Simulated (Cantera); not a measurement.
Charge: 1 mol Na2CO3, 0.013 mol C, 0.016 mol O2, at 0.00940 bar.

Cantera equilibrium calculation (NASA polynomials, part measured and part estimated; ideal gas, pure solids and liquids). Candidate condensed phases: C, Na, NaO2, Na2CO3, Na2O, Na2O2; 16 gas species. Kinetics and transport are ignored.

**Question.** Which condensed phases are stable at each of these points (T (K)): 773, 923, 1073, 1223, 1373, 1523, 1673, 1823, 1973, 2123, 2273?

**Answer.** 
```json
[
 {"T (K)": "773", "condensed phases": "Na2CO3(s)", "Na condensed (%)": "100.0"},
 {"T (K)": "923", "condensed phases": "Na2CO3(s)", "Na condensed (%)": "100.0"},
 {"T (K)": "1073", "condensed phases": "Na2CO3(s)", "Na condensed (%)": "100.0"},
 {"T (K)": "1223", "condensed phases": "Na2CO3(l)", "Na condensed (%)": "100.0"},
 {"T (K)": "1373", "condensed phases": "Na2CO3(l)", "Na condensed (%)": "100.0"},
 {"T (K)": "1523", "condensed phases": "Na2CO3(l)", "Na condensed (%)": "99.9"},
 {"T (K)": "1673", "condensed phases": "gas only", "Na condensed (%)": "0.0"},
 {"T (K)": "1823", "condensed phases": "gas only", "Na condensed (%)": "0.0"},
 {"T (K)": "1973", "condensed phases": "gas only", "Na condensed (%)": "0.0"},
 {"T (K)": "2123", "condensed phases": "gas only", "Na condensed (%)": "0.0"},
 {"T (K)": "2273", "condensed phases": "gas only", "Na condensed (%)": "0.0"}
]
```

From 773 K to 1073 K the condensed part is Na2CO3(s). From 1223 K to 1523 K the condensed part is Na2CO3(l). From 1673 K to 2273 K nothing is condensed.
